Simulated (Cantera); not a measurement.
Input: 1 mol Si, 0.014 mol O₂, 300 mol N₂, equilibrated at 1625 K and 0.0510 bar.

Cantera equilibrium calculation (NASA polynomials, part measured and part estimated; ideal gas, pure solids and liquids). Candidate condensed phases: Si, SiO₂, Si₂N₂O, Si₃N₄; 16 gas species. Mutual solubility and eutectic melting of coexisting phases are not modelled. Kinetics and transport are ignored.

Base state: N₂ 1.000, SiO 5.79e-5 (mole fractions); condensed: Si₂N₂O(s) + Si₃N₄(s).

Question: What changes in the equilibrium state with this change: temperature from 1625 K to 1598.15 K?

Answer: 
```csv
species,before,after
N₂,1.000,1.000
SiO,5.79e-5,2.83e-5
"Si₂N₂O(s), mol",0.0107,0.0195
"Si₃N₄(s), mol",0.320,0.317
```
